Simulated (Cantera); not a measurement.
# Chlorosilane synthesis and conversion: Si + Cl₂ + H₂

Feed: 1 mol Si, 2.6 mol Cl₂, 4.4 mol H₂, held at 525 K and 0.133 bar.

These are equilibrium values from Cantera (NASA tables, ideal gas, pure condensed phases), not measurements of a reactor. Candidate condensed phases: Si; 19 gas species. Rates play no part.

```json
{
  "x(H₂)": "0.633",
  "x(HCl)": "0.200",
  "x(SiCl₄)": "0.167",
  "x(SiHCl₃)": "1.90e-6",
  "gas_amount": "6.000 mol",
  "log10 activity of Si(s) (absent)": "-17.72"
}
```
